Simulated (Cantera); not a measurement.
**Ignition delay**

Mixture: CH₄ : O₂ : N₂ = 1 : 4.08 : 26.5 (molar parts), equivalence ratio 0.49, at 1.48 atm, adiabatic and at constant pressure. Ignition delay is the time to a rise of 400 K.

Computed with Cantera and GRI-Mech 3.0 (53 species, 325 reactions).

```json
[
 {"T0 (K)": "1275", "delay (ms)": "13.5"},
 {"T0 (K)": "1350", "delay (ms)": "5.29"},
 {"T0 (K)": "1425", "delay (ms)": "2.25"},
 {"T0 (K)": "1500", "delay (ms)": "1.05"},
 {"T0 (K)": "1575", "delay (ms)": "0.542"},
 {"T0 (K)": "1650", "delay (ms)": "0.312"}
]
```

```json
{
 "apparent activation energy between 1500 and 1650 K": "170 kJ/mol"
}
```
